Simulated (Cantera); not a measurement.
What does this Cantera script print?

```python
import numpy as np
import cantera as ct

surf = ct.Interface("diamond.yaml", "diamond_100")
gas, bulk = surf.adjacent["gas"], surf.adjacent["diamond"]
k = surf.kinetics_species_index(bulk.species_names[0])
cover = ["c6HH", "c6H*", "c6*H", "c6**", "c6HM", "c6B"]

rows, drift = [], 0.0
print(f"{'T':>10s}{'um/h':>11s}" + "".join(f"{s:>11s}" for s in cover))
for v in [900, 975, 1050, 1125, 1200, 1275, 1350]:
    T, P, xH, xCH3 = v, 1200, 0.031, 0.0012
    gas.TPX = T, P, {"H": xH, "CH3": xCH3, "CH4": 0.012, "H2": 1 - xH - xCH3 - 0.012}
    surf.TP = bulk.TP = T, P
    surf.coverages = "c6H*:0.1, c6HH:0.9"
    surf.advance_coverages(100.0)
    before = surf.coverages
    surf.advance_coverages(100.0)
    drift = max(drift, np.max(np.abs(surf.coverages - before) / (surf.coverages + 1e-9)))
    rate = surf.net_production_rates[k] * bulk.mean_molecular_weight / bulk.density * 3.6e9
    rows.append([rate, *surf[cover].coverages])
    print(f"{v:10.4g}{rate:11.4e}" + "".join(f"{x:11.3e}" for x in rows[-1][1:]))
```

Result:

```
         T       um/h       c6HH       c6H*       c6*H       c6**       c6HM        c6B
       900 4.3364e+00  6.651e-01  1.012e-02  2.815e-01  4.199e-03  3.138e-02  1.177e-08
       975 6.4981e+00  6.014e-01  1.575e-02  3.450e-01  7.862e-03  2.246e-02  1.763e-08
      1050 8.5617e+00  5.403e-01  2.250e-02  4.014e-01  1.331e-02  1.558e-02  2.323e-08
      1125 8.8414e+00  4.849e-01  3.013e-02  4.499e-01  2.083e-02  9.054e-03  2.399e-08
      1200 6.3318e+00  4.352e-01  3.832e-02  4.895e-01  3.055e-02  3.599e-03  1.718e-08
      1275 4.1000e+00  3.900e-01  4.660e-02  5.186e-01  4.229e-02  1.039e-03  1.113e-08
      1350 3.5418e+00  3.498e-01  5.467e-02  5.384e-01  5.586e-02  2.720e-04  9.611e-09
```

Model: the Harris–Goodwin 1993 mechanism for the reconstructed diamond (100) surface, integrated in Cantera.
